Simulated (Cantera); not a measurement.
Charge: 1 mol C2H4, 2.5 mol H2, 2 mol NH3, at 0.133 bar.

These are equilibrium values from Cantera (NASA tables, ideal gas, pure condensed phases), not measurements of a reactor. Candidate condensed phases: C, C6H6, C7H8, C8H18; 92 gas species. Kinetics and transport are ignored.

x: gas mole fraction; n: condensed amount in mol.

```
T (°C)   x H2       x H    x N2     x HCN  x C2H2 (acetylene)     x HNC      x CN  n C(graphite)
------  -----  --------  ------  --------  ------------------  --------  --------  -------------
1202    0.882   3.34e-5   0.118  0.000284             5.88e-6   4.42e-6  4.72e-11           1.99
1302    0.882  0.000107   0.117  0.000563             1.86e-5   1.20e-5  4.53e-10           1.99
1402    0.881  0.000299   0.117   0.00102             5.12e-5   2.87e-5   3.30e-9           1.99
1502    0.881       ___   0.117       ___                 ___       ___       ___           1.98
1602    0.879   0.00168   0.116   0.00279            0.000278  0.000124   9.23e-8           1.97
1702    0.876   0.00351   0.115   0.00424            0.000569  0.000230   3.77e-7           1.95
1802    0.872   0.00681   0.114   0.00618             0.00108  0.000400   1.34e-6           1.93
1902    0.864       ___   0.112       ___                 ___       ___       ___           1.89
2002    0.852    0.0215   0.110    0.0117             0.00325   0.00103   1.20e-5           1.83
2102    0.835    0.0353   0.107    0.0152             0.00519   0.00153   3.10e-5           1.76
2202    0.811    0.0555   0.104    0.0193             0.00789   0.00219   7.37e-5           1.67
2302    0.779    0.0837  0.0993    0.0236              0.0114   0.00301  0.000163           1.55
2402    0.736     0.121  0.0943    0.0281              0.0158   0.00396  0.000337           1.41
```

Some entries are withheld; supply them.


- 1902, x H: 0.0124
- 1902, x HCN: 0.00865
- 1902, x C2H2 (acetylene): 0.00193
- 1902, x HNC: 0.000658
- 1902, x CN: 4.22e-6
- 1502, x H: 0.000744
- 1502, x HCN: 0.00174
- 1502, x C2H2 (acetylene): 0.000125
- 1502, x HNC: 6.24e-5
- 1502, x CN: 1.92e-8
